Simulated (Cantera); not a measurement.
A perfectly stirred reactor is fed with H2 : O2 = 0.039 : 0.18 (molar parts), equivalence ratio 0.11, at 1.05 Torr; it is held at 1150 K, and followed from long to short residence time.

Cantera simulation using GRI-Mech 3.0 (53 species, 325 reactions); the numbers are that mechanism's predictions, not measurements. Radical loss at walls, strong at low pressure, is not modelled. The temperature is held fixed by assumption; the heat of reaction is taken as removed at once.

x: mole fraction; the columns are a selection and need not sum to one.

```json
[
 {"τ (s)": "1.0", "x H2": "0.00484", "x O2": "0.759", "x H2O2": "___", "x HO2": "1.03e-6", "x OH": "0.00612"},
 {"τ (s)": "0.48", "x H2": "0.00626", "x O2": "0.745", "x H2O2": "3.11e-8", "x HO2": "1.01e-6", "x OH": "0.00683"},
 {"τ (s)": "0.23", "x H2": "0.00773", "x O2": "0.734", "x H2O2": "2.91e-8", "x HO2": "9.77e-7", "x OH": "0.00737"},
 {"τ (s)": "0.11", "x H2": "0.00960", "x O2": "0.728", "x H2O2": "2.91e-8", "x HO2": "9.55e-7", "x OH": "0.00786"},
 {"τ (s)": "0.055", "x H2": "0.0125", "x O2": "0.726", "x H2O2": "3.12e-8", "x HO2": "9.41e-7", "x OH": "0.00840"},
 {"τ (s)": "0.027", "x H2": "0.0177", "x O2": "0.729", "x H2O2": "___", "x HO2": "9.26e-7", "x OH": "0.00913"},
 {"τ (s)": "0.013", "x H2": "0.0276", "x O2": "0.736", "x H2O2": "___", "x HO2": "9.01e-7", "x OH": "0.00999"},
 {"τ (s)": "0.0063", "x H2": "0.0452", "x O2": "0.747", "x H2O2": "4.97e-8", "x HO2": "8.51e-7", "x OH": "0.0106"},
 {"τ (s)": "0.0030", "x H2": "0.0767", "x O2": "0.766", "x H2O2": "5.04e-8", "x HO2": "7.51e-7", "x OH": "0.0100"}
]
```

Some entries are withheld; supply them.


- 1.0, x H2O2: 3.45e-8
- 0.027, x H2O2: 3.57e-8
- 0.013, x H2O2: 4.26e-8
